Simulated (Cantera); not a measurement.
**Gas-phase reforming**

A perfectly stirred reactor is fed with CH₄ : CO₂ = 0.21 : 0.45 (molar parts), at 1.01 bar; it is held at 1648 K, and followed from long to short residence time.

Model: GRI-Mech 3.0 (53 species, 325 reactions), integrated in Cantera.

```tsv
τ (s)	x CH₄	x CO₂	x CH₂CO	x C₂H₆	x HCO	x C₂H₄	x O
0.66	0.0338	0.203	4.35e-5	2.72e-5	1.31e-8	0.000729	9.13e-11
0.29	0.0486	0.257	6.09e-5	5.96e-5	1.16e-8	0.000992	8.26e-11
0.12	0.0762	0.337	6.48e-5	0.000135	1.10e-8	0.00152	7.24e-11
0.053	0.119	0.431	4.64e-5	0.000264	1.12e-8	0.00242	6.00e-11
0.023	0.175	0.532	2.23e-5	0.000463	1.22e-8	0.00374	4.55e-11
0.0097	0.229	0.609	7.69e-6	0.000731	1.40e-8	0.00518	3.22e-11
0.0042	0.268	0.650	2.00e-6	0.00101	1.51e-8	0.00581	2.16e-11
0.0018	0.294	0.671	3.15e-7	0.00114	1.37e-8	0.00453	1.22e-11
0.00077	0.309	0.679	2.84e-8	0.000897	8.65e-9	0.00204	5.58e-12
```
x: mole fraction; the columns are a selection and need not sum to one.
